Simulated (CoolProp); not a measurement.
A simple Rankine cycle with n-octane: condensing at 332.15 K, boiler at 2.03 MPa, turbine inlet 594.2 K, turbine efficiency 0.9, pump efficiency 0.6, no recuperator. Each further row changes one setting.

The numbers come from the reference Helmholtz-energy equation of state, Beckmüller 2019 in CoolProp.

| case | thermal efficiency (%) | net work (kJ/kg) | heat in (kJ/kg) | turbine exit temperature (K) | volume ratio over the turbine |
|---|---|---|---|---|---|
| as stated | 19.0 | 172 | 904 | 509.7 | 248 |
| turbine inlet 614.2 K | 18.7 | 181 | ? | 531.2 | 234 |
| condensing temperature 324.15 K | ? | 184 | 923 | 505.1 | 351 |
| boiler pressure 1.42 MPa | 18.1 | ? | 924 | 519.6 | 154 |
| turbine efficiency 0.8 | 16.9 | 152 | 904 | 517.4 | ? |

Complete the blanks.


- turbine inlet 614.2 K, heat in (kJ/kg): 968
- condensing temperature 324.15 K, thermal efficiency (%): 19.9
- boiler pressure 1.42 MPa, net work (kJ/kg): 167
- turbine efficiency 0.8, volume ratio over the turbine: 251
